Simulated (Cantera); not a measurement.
Thermodynamics of hydrogen reduction and annealing atmospheres, feed Nb2O5 + H2

A closed system holds: 1 mol Nb2O5, a varied amount of H2, at 1625 K and 1330 Pa.

Method: chemical equilibrium by Gibbs-energy minimisation in Cantera with the NASA 1993 tables (ideal gas, pure condensed phases). Candidate condensed phases: H2O, Nb, NbO, NbO2, Nb2O5; 12 gas species. Mutual solubility and eutectic melting of coexisting phases are not modelled. NbO: taken at fixed stoichiometry. Condensed phases not in the tables: the oxides between NbO2 and Nb2O5. Equilibrium is a limit: real reactors are often held back by kinetics, nucleation or transport.

```tsv
n(H2) (mol)	log p H2	log p H2O	log p H	log p OH	log p NbO2	log p NbO	log p O	n NbO2(s)	n NbO(s)
8	-1.93	-2.78	-5.12	-7.34	-8.71	-12.09	-10.61	2.00	0
13	-1.91	-2.99	-5.11	-7.56	-8.71	-11.85	-10.84	2.00	0
21	-1.90	-3.20	-5.10	-7.78	-8.71	-11.63	-11.06	2.00	0
35	-1.89	-3.42	-5.10	-8.00	-8.71	-11.40	-11.29	2.00	0
56	-1.88	-3.62	-5.09	-8.21	-8.71	-11.19	-11.50	2.00	0
92	-1.88	-3.84	-5.09	-8.43	-8.71	-10.97	-11.72	2.00	0
150	-1.88	-4.05	-5.09	-8.64	-8.71	-10.76	-11.94	2.00	0
240	-1.88	-4.26	-5.09	-8.84	-8.71	-10.55	-12.14	2.00	0
400	-1.88	-4.42	-5.09	-9.01	-8.71	-10.39	-12.31	1.86	0.138
650	-1.88	-4.42	-5.09	-9.01	-8.71	-10.39	-12.31	1.15	0.849
1100	-1.88	-4.44	-5.09	-9.03	-8.73	-10.39	-12.33	0	2.00
1700	-1.88	-4.63	-5.09	-9.22	-8.92	-10.39	-12.52	0	2.00
```
log p: log10 of the partial pressure in bar; n: condensed amount in mol.

From 8 mol H2 to 240 mol H2 the condensed part is NbO2(s). From 400 mol H2 to 650 mol H2 the condensed part is NbO(s) + NbO2(s). From 1100 mol H2 to 1700 mol H2 the condensed part is NbO(s). The main Nb-bearing gas is NbO2 throughout.
